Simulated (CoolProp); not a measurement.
A simple Rankine cycle with R1224YDZ: condensing at 330.15 K, boiler at 1.67 MPa, turbine inlet 431.1 K, turbine efficiency 0.65, pump efficiency 0.6, no recuperator. Each further row changes one setting.

Values from CoolProp's reference Helmholtz-energy equation of state, Akasaka 2023.

| case | thermal efficiency (%) | net work (kJ/kg) | heat in (kJ/kg) | turbine exit temperature (K) | volume ratio over the turbine |
|---|---|---|---|---|---|
| as stated | 7.4 | 16.9 | 227 | ___ | 4.47 |
| turbine inlet 451.1 K | 7.4 | 18.3 | 249 | 419.2 | 4.36 |
| condensing temperature 322.15 K | ___ | 19.9 | 237 | 393.6 | 5.63 |
| boiler pressure 1.17 MPa | 5.8 | 13.6 | 234 | 408.2 | 2.99 |
| turbine efficiency 0.55 | 6.2 | 14.1 | 227 | ___ | 4.51 |

### Question
Complete the blanks.

### Answer

- as stated, turbine exit temperature (K): 397.8
- condensing temperature 322.15 K, thermal efficiency (%): 8.4
- turbine efficiency 0.55, turbine exit temperature (K): 400.8
